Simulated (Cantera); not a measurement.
Feed: 1 mol Al2O3, 0.3 mol N2, equilibrated at 2673 K and 4.10 bar.

Equilibrium computed with Cantera from the NASA thermochemical tables; the gas is ideal and each condensed phase is pure. Candidate condensed phases: Al, AlN, Al2O3; 16 gas species. The numbers say what is thermodynamically allowed, not how fast it happens.

Question: What is the equilibrium state?

Answer: x(N2): 1.000
x(NO): 4.26e-5
x(Al): 2.40e-5
x(O): 9.03e-6
x(AlO): 8.40e-6
x(Al2O): 5.98e-6
n(Al2O3(l)): 1.000 mol
gas amount: 0.3000 mol
log10 activity of Al(l) (absent): -3.75
